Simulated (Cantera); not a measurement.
Charge: 1 mol BN, 0.012 mol H2, equilibrated at 2025 K and 2.00 Pa.

These are equilibrium values from Cantera (NASA tables, ideal gas, pure condensed phases), not measurements of a reactor. Candidate condensed phases: B, BN; 15 gas species. Kinetics and transport are ignored.

### Question
What is the equilibrium state?

### Answer
- x(N2) = 0.950
- x(H) = 0.0335
- x(B) = 0.0101
- x(H2) = 0.00606
- x(BN) = 4.50e-5
- x(BH) = 7.32e-6
- x(BH2) = 3.27e-6
- n(B(s)) = 0.995 mol
- gas amount = 0.5261 mol
